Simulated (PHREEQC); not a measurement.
Consider water at 25 °C with 0.11 mol NaH2PO4 and 7e-05 mol K2HPO4 per kg of water. Closed to the air; pH follows from the charge balance.

The numbers come from PHREEQC with the ion-association model, wateq4f.dat.

Each row changes one thing in this solution. Precipitation was switched off in this run.

```tsv
case	pH	ionic strength (mol/kgw)	HPO4-2 (mol/kgw)	H3PO4 (mol/kgw)	NaHPO4- (mol/kgw)	KHPO4- (mol/kgw)
as made	4.50	0.111	0.000461	0.000388	3.57e-5	4.43e-8
NaH2PO4 from 0.11 to 0.022 mol/kgw	4.79	0.0223	0.000130	4.47e-5	3.15e-6	1.99e-8
diluted 5-fold with water	4.67	0.0221	9.61e-5	6.01e-5	2.34e-6	2.96e-9
temperature from 25 to 35 °C	4.50	0.111	0.000498	0.000428	3.80e-5	4.71e-8
NaH2PO4 from 0.11 to 0.011 mol/kgw	5.00	0.0112	9.40e-5	1.44e-5	1.32e-6	1.67e-8
```

H3PO4, which wateq4f.dat lacks, is added to it with the constant of phreeqc.dat.
